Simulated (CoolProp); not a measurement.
R1336mzz(E) along the isobar 1.01 bar: Z from the reference equation and from simpler models built on Tc = 130.4 °C, pc = 27.79 bar, ω = 0.413; each cubic takes its own stable root.

Model: reference Helmholtz-energy equation of state, Akasaka 2023, in CoolProp.

```tsv
T (°C)	phase	reference	Redlich-Kwong	Peng-Robinson
-60.55	liquid	0.006053	0.007207	0.006150
-47.55	liquid	0.005820	0.006944	0.005893
-34.65	liquid	0.005620	0.006728	0.005678
-21.75	liquid	0.005449	0.006551	0.005498
-8.75	liquid	0.005304	0.9586	0.005350
4.15	liquid	0.005185	0.9638	0.005234
17.05	gas	0.9566	0.9681	0.9605
30.05	gas	0.9630	0.9718	0.9654
42.95	gas	0.9682	0.9749	0.9695
55.95	gas	0.9725	0.9776	0.9731
68.85	gas	0.9760	0.9799	0.9761
```

At some of these states Redlich-Kwong gives the other phase, because its saturation line lies elsewhere.
